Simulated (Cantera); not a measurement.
Feed: 1 mol SiH₂Cl₂, 4.5 mol O₂, 51 mol H₂, 1.5 mol O₃, at 405 Torr.

Cantera equilibrium calculation (NASA polynomials, part measured and part estimated; ideal gas, pure solids and liquids). Candidate condensed phases: H₂O, Si, SiO₂; 30 gas species. The tables hold silica as quartz up to 1696 K and as liquid above; real silica turns to tridymite and cristobalite and melts near 1996 K. Gases not in the tables: Si(OH)₄. The numbers say what is thermodynamically allowed, not how fast it happens.

Q: Which condensed phases are stable at each of these points (T (K)): 725, 825, 925, 1025, 1125, 1225, 1325, 1425, 1525, 1625, 1725, 1825, 1925, 2025?

A: 
```
T (K)  condensed phases  Si condensed (%)
-----  ----------------  ----------------
725      SiO₂(α-quartz)             100.0
825      SiO₂(α-quartz)             100.0
925      SiO₂(β-quartz)             100.0
1025     SiO₂(β-quartz)             100.0
1125     SiO₂(β-quartz)             100.0
1225     SiO₂(β-quartz)             100.0
1325     SiO₂(β-quartz)             100.0
1425     SiO₂(β-quartz)             100.0
1525     SiO₂(β-quartz)             100.0
1625     SiO₂(β-quartz)             100.0
1725    SiO₂(condensed)             100.0
1825    SiO₂(condensed)              99.9
1925    SiO₂(condensed)              99.3
2025            SiO₂(l)              96.4
```

From 725 K to 825 K the condensed part is SiO₂(α-quartz). From 925 K to 1625 K the condensed part is SiO₂(β-quartz). From 1725 K to 1925 K the condensed part is SiO₂(condensed). At 2025 K the condensed part is SiO₂(l).
